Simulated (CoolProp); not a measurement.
A Linde-Hampson liquefier for dry air: isothermal reversible compression at 200 K from 1 atm to 30 MPa, throttling to 1 atm, return gas leaving the recuperator 10 K below the feed. Each further row changes one setting.

Values from CoolProp's reference Helmholtz-energy equation of state, Lemmon 2000. It is a pseudo-pure fit of the blend.

| case | liquid yield per pass | compression work (kJ/kg of gas) |
|---|---|---|
| as stated | 0.256 | 305 |
| high pressure 60 MPa | 0.234 | 356 |
| warm-end temperature 230 K | 0.180 | 363 |
| warm-end gap 15 K | 0.244 | 305 |
